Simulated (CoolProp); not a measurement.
Vapour-liquid equilibrium of chloromethane (R40) (1) + isobutene (2) at 103.65 °C; x and y are mole fractions of (1).

The numbers come from the multi-fluid Helmholtz-energy mixture model, Thol 2014 and Lemmon 2005; pair parameters Bell 2016 in CoolProp.

```csv
x,"bubble pressure, mixture model (bar)","bubble pressure, Raoult's law (bar)","y, mixture model","y, Raoult's law"
0.05,20.52,20.37,0.075,0.085
0.15,22.24,21.88,0.209,0.238
0.25,23.87,23.38,0.326,0.371
0.35,25.43,24.88,0.433,0.488
0.45,26.94,26.39,0.532,0.591
0.55,28.40,27.89,0.625,0.684
0.65,29.82,29.40,0.713,0.766
0.75,31.23,30.90,0.798,0.841
0.85,32.61,32.41,0.881,0.909
0.95,33.98,33.91,0.961,0.971
```

The largest gap from Raoult's law is +2.2 % in bubble pressure, at x = 0.35. No azeotrope shows between x = 0.05 and 0.95.

Pair parameters are fitted to limited data, so mixtures are less certain than the pure fluids.
